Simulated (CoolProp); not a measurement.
n-decane along the isotherm 620 K: fugacity coefficient from the reference equation and from simpler models built on Tc = 617.7 K, pc = 2.101 MPa, ω = 0.488; each cubic takes its own stable root.

Computed with CoolProp (reference Helmholtz-energy equation of state, Lemmon 2006). It is a short technical equation, of lower accuracy than the large ones.

```tsv
p (MPa)	phase	reference	van der Waals	Peng-Robinson
0.394	gas	0.9349	0.9451	0.9311
0.788	gas	0.8708	0.8904	0.8644
1.18	gas	0.8075	0.8358	0.8000
1.58	gas	0.7427	0.7792	0.7354
1.97	gas	0.6772	0.7208	0.6717
2.36	supercritical	0.5983	0.6466	0.5975
2.76	supercritical	0.5279	0.5806	0.5307
3.15	supercritical	0.4759	0.5318	0.4810
```
